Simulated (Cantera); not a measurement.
Input: 1 mol BCl3, 15 mol H2O, 0.23 mol N2, equilibrated at 10.0 Torr.

Cantera equilibrium calculation (NASA polynomials, part measured and part estimated; ideal gas, pure solids and liquids). Candidate condensed phases: B, BN, B2O3, B3O3H3, H2O, NH4Cl; 49 gas species. Gases not in the tables: H3BO3. Equilibrium is a limit: real reactors are often held back by kinetics, nucleation or transport.

At 900 K, list the 5 most abundant gas species with their mole fractions, and the condensed phases.

H2O 0.803, HCl 0.180, N2 0.0138, (HBO2)3 0.00401, HBO2 1.96e-5. Condensed: B2O3(l).
